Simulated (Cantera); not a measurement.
A freely propagating, adiabatic, planar premixed flame of CH3OH : O2 : N2 = 1 : 1.5 : 5.64 (molar parts), unburnt at 575 K and 180000 Pa; mixture-averaged transport, grid criteria slope 0.08 and curve 0.16, no radiation.

Computed with Cantera and GRI-Mech 3.0 (53 species, 325 reactions). GRI-Mech 3.0 was tuned for natural gas; its chemistry of methanol as a main component is partial and can be far from experiment. Burning velocities carry a grid error of a few per cent, more on coarse grids.

x: mole fraction of selected species; z is measured from the peak of heat release.

```csv
z (mm),T (K),u (m/s),x CH3OH,x O2,x H2,x HCN,x C2H6,x C2H2
-0.493,575,1.13,0.123,0.184,0.00176,<1e-8,<1e-8,<1e-8
-0.329,577,1.14,0.122,0.183,0.00483,<1e-8,<1e-8,<1e-8
-0.246,586,1.16,0.121,0.182,0.00827,<1e-8,<1e-8,<1e-8
-0.164,637,1.28,0.118,0.176,0.0145,<1e-8,<1e-8,<1e-8
-0.0822,940,1.94,0.0912,0.148,0.0247,2.86e-8,9.67e-8,7.44e-8
-0.0411,(withheld),2.78,(withheld),(withheld),0.0304,(withheld),(withheld),(withheld)
0,1713,3.76,0.00694,0.0722,0.0315,1.53e-7,3.42e-7,3.87e-7
0.0411,1861,4.10,(withheld),(withheld),(withheld),1.61e-7,(withheld),(withheld)
0.0822,1922,4.21,1.57e-7,0.0347,0.0170,7.83e-8,<1e-8,1.32e-8
0.164,2007,4.36,<1e-8,0.0259,0.0153,1.37e-8,<1e-8,<1e-8
0.329,2105,4.54,<1e-8,0.0209,0.0140,<1e-8,<1e-8,<1e-8
0.657,2203,4.72,<1e-8,0.0168,0.0115,<1e-8,<1e-8,<1e-8
1.31,2285,4.87,<1e-8,0.0132,0.00888,<1e-8,<1e-8,<1e-8
```

Q: Fill in the missing entries.

A: 
- -0.0411, T (K): 1305
- -0.0411, x CH3OH: 0.0514
- -0.0411, x O2: 0.113
- -0.0411, x HCN: 7.22e-8
- -0.0411, x C2H6: 2.70e-7
- -0.0411, x C2H2: 1.90e-7
- 0.0411, x CH3OH: 5.61e-5
- 0.0411, x O2: 0.0472
- 0.0411, x H2: 0.0221
- 0.0411, x C2H6: 1.12e-8
- 0.0411, x C2H2: 1.59e-7
